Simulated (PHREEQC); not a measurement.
Dissolve 0.0029 mol/kgw Fe2(SO4)3 at 30 °C. Closed to the air; pH follows from the charge balance.

The numbers come from PHREEQC with the ion-association model, phreeqc.dat.

```tsv
quantity	before	after
pH	2.89	2.66
ionic strength (mol/kgw)	0.0157	0.0173
SO4-2 (mol/kgw)	0.00416	0.00396
FeSO4+ (mol/kgw)	0.00370	0.00188
FeOH+2 (mol/kgw)	0.00116	0.00218
HSO4- (mol/kgw)	0.000402	0.00261
SI of Goethite (FeOOH)	+5.87	+6.10
SI of Hematite (Fe2O3)	+13.78	+14.43
```

Question: Which change was made?
(A) 0.00019 mol/kgw CO2 added
(B) 0.0003 mol/kgw NaBF4 added
(C) temperature from 30 to 85 °C
(D) Fe2(SO4)3 from 0.0029 to 0.00261 mol/kgw

Answer: C, temperature from 30 to 85 °C

No solid was allowed to form. Some of these states are supersaturated (in Hematite (slow to form), Goethite (slow to form), for instance). Constants without temperature data keep their 25 °C values here.
